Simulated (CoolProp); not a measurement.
Vapour-liquid equilibrium of CHF3 (R23) (1) + R143a (2) at 3.5 bar; x and y are mole fractions of (1).

The numbers come from the multi-fluid Helmholtz-energy mixture model, Penoncello 2003 and Lemmon and Jacobsen 2000; pair parameters Bell 2016 in CoolProp.

| x | bubble temperature (°C) | y at the bubble point | dew temperature at overall composition x (°C) | liquid density (mol/L) |
|---|---|---|---|---|
| 0.05 | -20.5 | 0.149 | -18.2 | 13.14 |
| 0.125 | -25.5 | ___ | -20.0 | 13.59 |
| 0.2 | -30.2 | 0.492 | -21.8 | 14.04 |
| 0.275 | -34.5 | 0.611 | -23.7 | 14.49 |
| 0.35 | -38.3 | ___ | -25.8 | 14.95 |
| 0.425 | ___ | 0.771 | -28.0 | 15.41 |
| 0.5 | ___ | ___ | ___ | 15.87 |
| 0.575 | -47.2 | ___ | -33.1 | 16.33 |
| 0.65 | -49.4 | 0.900 | -36.0 | 16.80 |
| 0.725 | -51.4 | 0.927 | -39.4 | 17.29 |
| 0.8 | -53.2 | 0.950 | -43.2 | 17.79 |
| 0.875 | -54.9 | 0.970 | -47.7 | 18.31 |
| 0.95 | -56.4 | 0.988 | -53.2 | ___ |

Q: Fill in the missing entries.

A: 
- 0.125, y at the bubble point: 0.339
- 0.35, y at the bubble point: 0.702
- 0.425, bubble temperature (°C): -41.6
- 0.5, bubble temperature (°C): -44.6
- 0.5, y at the bubble point: 0.825
- 0.5, dew temperature at overall composition x (°C): -30.5
- 0.575, y at the bubble point: 0.866
- 0.95, liquid density (mol/L): 18.86

No azeotrope shows between x = 0.05 and 0.95.

The pair parameters rest on a limited set of measurements; away from them the model extrapolates.
